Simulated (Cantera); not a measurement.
A freely propagating, adiabatic, planar premixed flame of CO : H2 : O2 : N2 = 1 : 0.18 : 0.686 : 2.26 (molar parts), equivalence ratio 0.86, unburnt at 450 K and 1.00 bar; mixture-averaged transport, grid criteria slope 0.08 and curve 0.16, no radiation.

Detailed kinetics in Cantera: GRI-Mech 3.0 (53 species, 325 reactions). Burning velocities carry a grid error of a few per cent, more on coarse grids.

How do the results move with these cheaper or finer settings: unity-Lewis-number transport; multicomponent transport; multicomponent+Soret transport; grid criteria slope 0.5, curve 1; grid criteria slope 0.25, curve 0.5; grid criteria slope 0.03, curve 0.06?


```
setting                               laminar burning velocity  thermal thickness  peak x(H)  peak x(H2O2)  grid points
------------------------------------  ------------------------  -----------------  ---------  ------------  -----------
as above                                              115 cm/s           0.655 mm     0.0118       5.71e-5          129
unity-Lewis-number transport                         87.4 cm/s           0.550 mm     0.0133       1.49e-5          125
multicomponent transport                              114 cm/s           0.653 mm     0.0118       5.79e-5          129
multicomponent+Soret transport                        109 cm/s           0.656 mm     0.0115       5.77e-5          129
grid criteria slope 0.5, curve 1                      124 cm/s           0.823 mm     0.0122       4.40e-5           36
grid criteria slope 0.25, curve 0.5                   117 cm/s           0.709 mm     0.0118       5.47e-5           58
grid criteria slope 0.03, curve 0.06                  115 cm/s           0.641 mm     0.0118       5.71e-5          291
```
The base run took around 7 core-seconds (rough).
Unity Lewis numbers drop preferential diffusion, which matters most where H2 and H carry the flame; Soret adds thermal diffusion.
